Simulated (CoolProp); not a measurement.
Vapour-liquid equilibrium of R134a (1) + R123 (2) at 267.2 K; x and y are mole fractions of (1).

The numbers come from the multi-fluid Helmholtz-energy mixture model, Tillner-Roth 1994 and Younglove 1994; pair parameters Bell 2016 in CoolProp.

Problem. Give the bubble pressure and the first vapour's composition at x = 0.25, 0.45, 0.85. Is there an azeotrope?

Solution. x = 0.25: 0.09288 MPa, y = 0.789; x = 0.45: 0.1367 MPa, y = 0.886; x = 0.85: 0.2067 MPa, y = 0.971. No azeotrope shows between x = 0.05 and 0.95.

Pair parameters are fitted to limited data, so mixtures are less certain than the pure fluids.
